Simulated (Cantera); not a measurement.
A Cantera script and what it prints.

```python
import numpy as np
import cantera as ct

gas_names = """
    H HO2 H2 H2O H2O2 O OH O2 O3 Pb PbO Pb2
""".split()
cond_names = """
    H2O(s) H2O(L) Pb(cr) Pb(L) PbO(rd) PbO(yw) PbO(L) PbO2(s) Pb3O4(s)
""".split()


def load(file, names, dense=False):
    # The tables refer to 1 bar. Condensed volumes are neglected.
    table = {s.name: s for s in ct.Species.list_from_file(file)}
    out = []
    for n in names:
        d = dict(table[n].input_data)
        d["thermo"] = dict(d["thermo"], **{"reference-pressure": 1e5})
        if dense:
            d["equation-of-state"] = {"model": "constant-volume", "density": "1e6 g/cm^3"}
        out.append(ct.Species.from_dict(d))
    return out


gas = ct.Solution(thermo="ideal-gas", species=load("nasa_gas.yaml", gas_names))
cond = {s.name: ct.Solution(thermo="fixed-stoichiometry", species=[s], name=s.name)
        for s in load("nasa_condensed.yaml", cond_names, dense=True)}
atoms = {
    'PbO': {'Pb': 1, 'O': 1},
    'H2': {'H': 2},
    'H2O': {'H': 2, 'O': 1},
}
top_T = {'Pb3O4(s)': 820}  # K; cautious upper limits of use, not melting points


def equilibrate(T, P, feed):
    n = {}
    for name, mol in feed.items():
        for a, k in atoms[name].items():
            n[a] = n.get(a, 0.0) + k * mol
    gas.TPX = T, P, n
    mass = sum(n.values()) * gas.mean_molecular_weight
    gas.equilibrate("TP")
    valid = [c for c in cond.values() if c.min_temp <= T <= top_T.get(c.name, c.max_temp)]
    mix = ct.Mixture([(gas, mass / gas.mean_molecular_weight)] + [(c, 0.0) for c in valid])
    mix.T, mix.P = T, P
    mix.equilibrate("TP", solver="vcs", rtol=1e-11, max_steps=5000)
    return mix


results = []
feed = {'PbO': 1, 'H2': 240, 'H2O': 0.74}  # mol
P = 101325  # Pa
for T in [1048, 1098, 1148, 1198, 1248, 1298, 1348, 1398, 1448]:
    mix = equilibrate(T, P, feed)
    results.append((T, P, feed, dict(zip(mix.species_names, mix.species_moles))))

top = {s: max(r[3][s] / sum(r[3][g] for g in gas_names) for r in results) for s in gas_names}
cols = sorted((s for s in top if top[s] > 0.001), key=lambda s: -top[s])[:5]
seen = [c for c in cond_names if any(r[3].get(c, 0) > 1e-12 for r in results)]
print("log10 of partial pressures in bar; condensed amounts in mol")
print(f"{'T/K':>10s}" + "".join(f"{s[:9]:>10s}" for s in cols + seen))
for T, P, feed, n in results:
    ng = sum(n[g] for g in gas_names)
    print(f"{T:10.4g}" + "".join(f"{np.log10(max(n[s] / ng * P / 1e5, 1e-99)):10.3f}" for s in cols)
          + "".join(f"{n.get(c, 0):10.4g}" for c in seen))
```

Result:

```
log10 of partial pressures in bar; condensed amounts in mol
       T/K        H2       H2O        Pb     Pb(L)
      1048     0.003    -2.135    -4.350    0.9894
      1098     0.003    -2.135    -3.933    0.9722
      1148     0.002    -2.135    -3.553    0.9334
      1198     0.002    -2.136    -3.205    0.8517
      1248     0.002    -2.136    -2.886    0.6907
      1298     0.001    -2.136    -2.592    0.3908
      1348     0.001    -2.137    -2.378         0
      1398     0.001    -2.137    -2.378         0
      1448     0.001    -2.137    -2.378         0
```

Cantera equilibrium calculation (NASA polynomials, part measured and part estimated; ideal gas, pure solids and liquids).
